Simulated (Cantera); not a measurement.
A closed system holds: 1 mol SO2, 2.9 mol H2, held at 2900 °C and 5780 Torr.

Method: chemical equilibrium by Gibbs-energy minimisation in Cantera with the NASA 1993 tables (ideal gas, pure condensed phases). Candidate condensed phases: H2O, H2SO4, S; 19 gas species. Rates play no part.

Base state: H2 0.358, H2O 0.332, SO 0.0769, H 0.0563, SO2 0.0459, SH 0.0379, S2 0.0302, S 0.0256 (mole fractions); condensed: gas only.

Problem. What changes in the equilibrium state with this change: temperature from 2900 °C to 477 °C?

Solution. 
```json
[
 {"species": "H2O", "before": "0.332", "after": "0.675"},
 {"species": "H2S", "before": "0.0137", "after": "0.315"},
 {"species": "S2", "before": "0.0302", "after": "0.00427"},
 {"species": "H2", "before": "0.358", "after": "0.000356"},
 {"species": "H", "before": "0.0563", "after": "<1e-9"},
 {"species": "S", "before": "0.0256", "after": "<1e-9"},
 {"species": "OH", "before": "0.0197", "after": "<1e-9"},
 {"species": "SO", "before": "0.0769", "after": "4.79e-9"},
 {"species": "SH", "before": "0.0379", "after": "5.05e-8"},
 {"species": "SO2", "before": "0.0459", "after": "0.00386"},
 {"species": "O", "before": "0.00186", "after": "<1e-9"},
 {"species": "S8", "before": "<1e-9", "after": "0.00175"},
 {"species": "O2", "before": "0.000676", "after": "<1e-9"},
 {"species": "S2O", "before": "0.00105", "after": "0.000118"}
]
```
Gases not in the tables: S3 to S7.
